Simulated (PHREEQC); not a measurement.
Make-up at 20 °C: 37 mmol/kgw KHSO4 and 2.5 mmol/kgw KH2PO4. Closed to the air; pH follows from the charge balance.

All values are PHREEQC results (ion-association model, wateq4f.dat), not measurements.

| Quantity | Result |
|---|---|
| pH | 1.77 |
| ionic strength | 0.0778 mol/kgw |
| total alkalinity | -37.0 meq/kg |

```csv
species,molality,activity,log γ
K+,0.0376,0.0295,-0.106
H+,0.0202,0.0169,-0.077
SO4-2,0.0200,0.00812,-0.390
HSO4-,0.0151,0.0120,-0.100
KSO4-,0.00191,0.00154,-0.094
H3PO4,0.00162,0.00165,0.008
H2PO4-,0.000876,0.000705,-0.094
HPO4-2,6.12e-9,2.51e-9,-0.387
```

Precipitation was switched off in this run. Complexes and solids missing from the database can't appear. H3PO4, which wateq4f.dat lacks, is added to it with the constant of phreeqc.dat.
